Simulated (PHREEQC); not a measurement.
Synthetic water in mmol/kgw, 25 °C, pH 7.75:

```
constituent           mmol/kgw
--------------------  --------
Na                         185
K                          7.4
Ca                        5.27
Mg                        33.9
Cl                         254
S(6)                      5.02
Alkalinity (meq/kgw)      1.29
```

Valence states are taken as typed.

Model: Pitzer model, pitzer.dat, run in PHREEQC.

**Question.** The ionic strength comes out as 0.312 mol/kgw. What activity coefficients do Na+, Mg+2, Ca+2, HCO3-, Cl- get?

**Answer.** Na+ 0.73, Mg+2 0.29, Ca+2 0.27, HCO3- 0.71, Cl- 0.68. Single-ion values are on the MacInnes scale.

Precipitation was switched off in this run. Saturation is exceeded, for instance for Magnesite (slow to form); the values hold only as long as no solid forms. Species that the database lacks are ignored.
